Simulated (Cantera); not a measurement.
Mixture: CH4 : O2 : N2 = 1 : 2 : 5.8 (molar parts), equivalence ratio 1.0, at 11.0 bar, adiabatic and at constant pressure. Ignition delay is the time to a rise of 400 K.

Model: GRI-Mech 3.0 (53 species, 325 reactions), integrated in Cantera.

Question: Predict: delay at 1248 K; delay at 1323 K; delay at 1398 K; delay at 1473 K; delay at 1548 K; apparent activation energy between 1398 and 1548 K.

Answer: 
```
Quantity                                                 Value
--------------------------------------------------  ----------
delay at 1248 K                                        1.92 ms
delay at 1323 K                                       0.822 ms
delay at 1398 K                                       0.372 ms
delay at 1473 K                                       0.177 ms
delay at 1548 K                                        88.7 µs
apparent activation energy between 1398 and 1548 K  170 kJ/mol
```
